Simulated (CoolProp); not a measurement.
A simple Rankine cycle with R114: condensing at 303.15 K, boiler at 0.747 MPa, turbine inlet 493.6 K, turbine efficiency 0.7, pump efficiency 0.6, no recuperator. Each further row changes one setting.

Values from CoolProp's reference Helmholtz-energy equation of state, Platzer 1990. This equation is an older, rougher fit; its heat capacities, sound speeds and derivatives of the liquid may be far off and weren't checked against measurements.

| case | thermal efficiency (%) | net work (kJ/kg) | heat in (kJ/kg) | turbine exit temperature (K) | volume ratio over the turbine |
|---|---|---|---|---|---|
| as stated | … | 16.6 | 275 | … | 2.92 |
| condensing temperature 295.15 K | … | 20.5 | 283 | … | 3.74 |
| boiler pressure 0.523 MPa | 4.2 | 11.5 | … | … | 2.05 |
| turbine efficiency 0.6 | 5.2 | … | 275 | 473.4 | 2.94 |

### Question
Some entries are withheld; supply them.

### Answer

- as stated, thermal efficiency (%): 6.1
- as stated, turbine exit temperature (K): 470.5
- condensing temperature 295.15 K, thermal efficiency (%): 7.2
- condensing temperature 295.15 K, turbine exit temperature (K): 465.5
- boiler pressure 0.523 MPa, heat in (kJ/kg): 276
- boiler pressure 0.523 MPa, turbine exit temperature (K): 478.2
- turbine efficiency 0.6, net work (kJ/kg): 14.2
